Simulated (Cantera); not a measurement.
Feed: 1 mol N₂O, 1.8 mol H₂O, 0.098 mol O₂, held at 525 K and 0.100 bar.

Equilibrium computed with Cantera from the NASA thermochemical tables; the gas is ideal and each condensed phase is pure. Candidate condensed phases: H₂O; 24 gas species. The numbers say what is thermodynamically allowed, not how fast it happens.

Base state: H₂O 0.530, N₂ 0.294, O₂ 0.176 (mole fractions); condensed: gas only.

Problem. What changes in the equilibrium state with this change: 0.011 mol Cl₂ added?

Solution. 
| species | before | after |
|---|---|---|
| H₂O | 0.530 | 0.525 |
| N₂ | 0.294 | 0.293 |
| O₂ | 0.176 | 0.176 |
| HCl | 0 | 0.00446 |
| Cl₂ | 0 | 0.000991 |
Further candidate phases: NH₄Cl.

Problem. What changes in the equilibrium state with this change: temperature from 525 K to 2848 K?

Solution. 
| species | before | after |
|---|---|---|
| H₂O | 0.530 | 0.291 |
| N₂ | 0.294 | 0.240 |
| O₂ | 0.176 | 0.131 |
| OH | <1e-9 | 0.101 |
| H | <1e-9 | 0.0788 |
| O | <1e-9 | 0.0747 |
| H₂ | <1e-9 | 0.0666 |
| NO | <1e-9 | 0.0171 |
| HO₂ | <1e-9 | 2.13e-5 |
